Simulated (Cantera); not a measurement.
Charge: 1 mol AlN, 3.1 mol H2O, 0.53 mol H2, at 7.10e-5 bar.

These are equilibrium values from Cantera (NASA tables, ideal gas, pure condensed phases), not measurements of a reactor. Candidate condensed phases: Al, AlN, Al2O3, H2O; 35 gas species. Kinetics and transport are ignored. All values below are at 1375 °C.

Base state: H2 0.486, H2O 0.386, N2 0.121, H 0.00737, OH 0.000263 (mole fractions); condensed: Al2O3(s).

### Question
What changes in the equilibrium state with this change: AlN replaced by BN?

### Answer
| species | before | after |
|---|---|---|
| H2 | 0.486 | 0.433 |
| H2O | 0.386 | 0.246 |
| HBO2 | 0 | 0.197 |
| N2 | 0.121 | 0.108 |
| B2O3 | 0 | 0.00849 |
| HBO | 0 | 0.000438 |
| BO2 | 0 | 0.000174 |
| BO | 0 | 0.000150 |
| OH | 0.000263 | 0.000177 |
| Al2O3(s), mol | 0.500 | 0 |
Further candidate phases: B, BN, B2O3, B3O3H3.
